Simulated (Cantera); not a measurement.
Feed: 1 mol BF3, 3 mol H2O, 130 mol H2, equilibrated at 2048 K and 0.000340 bar.

Cantera equilibrium calculation (NASA polynomials, part measured and part estimated; ideal gas, pure solids and liquids). Candidate condensed phases: B, B2O3, B3O3H3, H2O; 43 gas species. Kinetics and transport are ignored.

Base state: H2 0.851, H 0.112, HF 0.0168, H2O 0.0125, BOF 0.00411, HBO2 0.00125, BO 0.00102, HBO 0.000556 (mole fractions); condensed: gas only.

### Question
What changes in the equilibrium state with this change: pressure from 0.000340 bar to 0.000110 bar?

### Answer
```csv
species,before,after
H2,0.851,0.776
H,0.112,0.188
HF,0.0168,0.0165
H2O,0.0125,0.0119
BOF,0.00411,0.00360
O,1.70e-5,5.51e-5
OH,0.000179,0.000315
```
